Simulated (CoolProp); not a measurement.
Vapour-liquid equilibrium of CH2F2 (R32) (1) + R236FA (2) at 0.679 MPa; x and y are mole fractions of (1).

Computed with CoolProp (multi-fluid Helmholtz-energy mixture model, Tillner-Roth 1997 and Pan 2012; pair parameters Bell 2016).

```json
[
 {"x": "0.05", "bubble temperature, mixture model (°C)": "___", "bubble temperature, Raoult's law (°C)": "48.3", "y, mixture model": "0.159", "y, Raoult's law": "0.222"},
 {"x": "0.2", "bubble temperature, mixture model (°C)": "35.0", "bubble temperature, Raoult's law (°C)": "32.0", "y, mixture model": "___", "y, Raoult's law": "0.598"},
 {"x": "0.35", "bubble temperature, mixture model (°C)": "23.0", "bubble temperature, Raoult's law (°C)": "20.7", "y, mixture model": "0.718", "y, Raoult's law": "0.775"},
 {"x": "0.5", "bubble temperature, mixture model (°C)": "13.7", "bubble temperature, Raoult's law (°C)": "12.3", "y, mixture model": "0.836", "y, Raoult's law": "0.872"},
 {"x": "0.65", "bubble temperature, mixture model (°C)": "6.6", "bubble temperature, Raoult's law (°C)": "5.7", "y, mixture model": "___", "y, Raoult's law": "0.930"},
 {"x": "0.8", "bubble temperature, mixture model (°C)": "0.8", "bubble temperature, Raoult's law (°C)": "0.3", "y, mixture model": "0.956", "y, Raoult's law": "0.968"},
 {"x": "0.95", "bubble temperature, mixture model (°C)": "___", "bubble temperature, Raoult's law (°C)": "-4.2", "y, mixture model": "___", "y, Raoult's law": "0.993"}
]
```

**Question.** Fill in the missing entries.

**Answer.** 
- 0.05, bubble temperature, mixture model (°C): 50.1
- 0.2, y, mixture model: 0.513
- 0.65, y, mixture model: 0.908
- 0.95, bubble temperature, mixture model (°C): -4.0
- 0.95, y, mixture model: 0.990

The largest gap from Raoult's law is +3.0 K in bubble temperature, at x = 0.2. No azeotrope shows between x = 0.05 and 0.95.

Pair parameters are fitted to limited data, so mixtures are less certain than the pure fluids.
